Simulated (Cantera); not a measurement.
Charge: 1 mol Fe₂O₃, 1.2 mol CO, 7.3 mol N₂, 0.45 mol CH₄, equilibrated at 2550 K and 0.00160 bar.

Method: chemical equilibrium by Gibbs-energy minimisation in Cantera with the NASA 1993 tables (ideal gas, pure condensed phases). Candidate condensed phases: C, C₆H₆, C₇H₈, C₈H₁₈, Fe, Fe(CO)₅, FeO, Fe(OH)₂, Fe(OH)₃, Fe₂O₃, Fe₃O₄, H₂O; 140 gas species. Kinetics and transport are ignored.

Base state: N₂ 0.518, Fe 0.136, CO 0.104, H 0.0771, O 0.0761, O₂ 0.0272, OH 0.0148, CO₂ 0.0143 (mole fractions); condensed: gas only.

Task: What changes in the equilibrium state with this change: temperature from 2550 K to 1698 K?

Result: 
```json
[
 {"species": "N₂", "before": "0.518", "after": "0.739"},
 {"species": "CO", "before": "0.104", "after": "0.142"},
 {"species": "H₂", "before": "0.00979", "after": "0.0568"},
 {"species": "Fe", "before": "0.136", "after": "0.00300"},
 {"species": "H", "before": "0.0771", "after": "0.000862"},
 {"species": "O₂", "before": "0.0272", "after": "8.57e-8"},
 {"species": "O", "before": "0.0761", "after": "3.20e-7"},
 {"species": "OH", "before": "0.0148", "after": "2.64e-5"},
 {"species": "H₂O", "before": "0.00857", "after": "0.0338"},
 {"species": "CO₂", "before": "0.0143", "after": "0.0248"},
 {"species": "NO", "before": "0.00732", "after": "1.78e-6"},
 {"species": "FeO", "before": "0.00663", "after": "1.51e-5"},
 {"species": "FeO(l), mol", "before": "0", "after": "1.97"}
]
```
The tables' stoichiometric FeO is somewhat more stable than real wüstite, so its field is too wide. FeO: taken at fixed stoichiometry.

Task: What changes in the equilibrium state with this change: N₂ from 7.3 to 0.1 mol?

Result: 
| species | before | after |
|---|---|---|
| Fe | 0.136 | 0.291 |
| CO | 0.104 | 0.212 |
| H | 0.0771 | 0.124 |
| N₂ | 0.518 | 0.0147 |
| H₂O | 0.00857 | 0.0350 |
| FeO | 0.00663 | 0.0224 |
| CO₂ | 0.0143 | 0.0464 |
| H₂ | 0.00979 | 0.0253 |
| OH | 0.0148 | 0.0377 |
| O₂ | 0.0272 | 0.0681 |
| O | 0.0761 | 0.120 |
| NO | 0.00732 | 0.00195 |

Task: What changes in the equilibrium state with this change: pressure from 0.00160 bar to 0.000340 bar?

Result: 
```json
[
 {"species": "N₂", "before": "0.518", "after": "0.493"},
 {"species": "Fe", "before": "0.136", "after": "0.133"},
 {"species": "O", "before": "0.0761", "after": "0.122"},
 {"species": "H", "before": "0.0771", "after": "0.105"},
 {"species": "CO₂", "before": "0.0143", "after": "0.00505"},
 {"species": "OH", "before": "0.0148", "after": "0.00690"},
 {"species": "O₂", "before": "0.0272", "after": "0.0150"},
 {"species": "CO", "before": "0.104", "after": "0.107"},
 {"species": "H₂O", "before": "0.00857", "after": "0.00116"},
 {"species": "FeO", "before": "0.00663", "after": "0.00222"}
]
```
